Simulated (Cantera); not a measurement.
A perfectly stirred reactor is fed with H₂ : O₂ = 0.096 : 1 (molar parts), equivalence ratio 0.048, at 0.0132 atm; it is held at 1300 K, and followed from long to short residence time.

Detailed kinetics in Cantera: the H2/O2 subset of GRI-Mech 3.0, which has no nitrogen chemistry. Radical loss at walls, strong at low pressure, is not modelled. The temperature is held fixed by assumption; the heat of reaction is taken as removed at once.

What does this change do: temperature 1300 to 1073 K?


```csv
quantity,before,after
x(H₂) at τ = 8.20 s,7.62e-5,0.000123
x(O₂) at τ = 8.20 s,0.907,0.908
x(O) at τ = 8.20 s,0.00112,0.000512
x(OH) at τ = 8.20 s,0.00118,0.000393
x(HO₂) at τ = 8.20 s,7.94e-7,1.76e-6
x(H₂) at τ = 0.120 s,0.00101,0.00151
x(O₂) at τ = 0.120 s,0.890,0.900
x(O) at τ = 0.120 s,0.0158,0.00712
x(OH) at τ = 0.120 s,0.00440,0.00170
x(HO₂) at τ = 0.120 s,3.14e-6,6.10e-6
```
